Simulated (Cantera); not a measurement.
Catalytic combustion on Pt

An isothermal plug-flow reactor at 600 K and 1.50 bar (inlet), inlet velocity 0.31 m/s, active area per volume 310 1/m; feed H₂ : O₂ : N₂ : H₂O = 0.0042 : 0.078 : 0.79 : 0.013 (molar parts), equivalence ratio 0.027.

Computed with Cantera and Deutschmann's 1995 Pt surface mechanism with GRI-Mech 3.0 gas chemistry. Catalytic surfaces can have several steady states; this one follows from the mechanism file's or the stated starting coverage. Mass transfer to the wall is taken as infinitely fast.

| z (m) | x H₂ | x O₂ | x H₂O | θ free Pt | θ O* | θ OH* |
|---|---|---|---|---|---|---|
| 8.9e-05 | 0.00385 | 0.0877 | 0.0156 | 0.0720 | 0.910 | 0.0177 |
| 0.00016 | 0.00334 | 0.0875 | 0.0161 | 0.0627 | 0.920 | 0.0167 |
| 0.00028 | 0.00274 | 0.0872 | 0.0167 | 0.0515 | 0.933 | 0.0154 |
| 0.0005 | 0.00205 | 0.0869 | 0.0174 | 0.0387 | 0.948 | 0.0136 |
| 0.00089 | 0.00142 | 0.0866 | 0.0180 | 0.0268 | 0.962 | 0.0116 |
| 0.0016 | 0.000905 | 0.0864 | 0.0186 | 0.0172 | 0.973 | 0.00939 |
| 0.0028 | 0.000561 | 0.0862 | 0.0189 | 0.0107 | 0.982 | 0.00749 |
| 0.005 | 0.000330 | 0.0861 | 0.0191 | 0.00636 | 0.988 | 0.00581 |
| 0.0089 | 0.000189 | 0.0860 | 0.0193 | 0.00374 | 0.992 | 0.00447 |
x: gas mole fraction; θ: surface coverage.
